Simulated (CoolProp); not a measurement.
Vapour-liquid equilibrium of CH2F2 (R32) (1) + propylene (2) at 237.4 K; x and y are mole fractions of (1).

Model: multi-fluid Helmholtz-energy mixture model, Tillner-Roth 1997 and Lemmon 2013; pair parameters Bell 2016, in CoolProp.

Question: Give the bubble pressure and the first vapour's composition at x = 0.05, 0.35, 0.75. Is there an azeotrope?

Answer: x = 0.05: 0.2010 MPa, y = 0.191; x = 0.35: 0.2812 MPa, y = 0.525; x = 0.75: 0.2862 MPa, y = 0.644. y crosses x between x = 0.55 and 0.65: the model has an azeotrope there.

The pair parameters rest on a limited set of measurements; away from them the model extrapolates. With so large a gap from Raoult's law the liquid may split in two, which this calculation doesn't test in full.
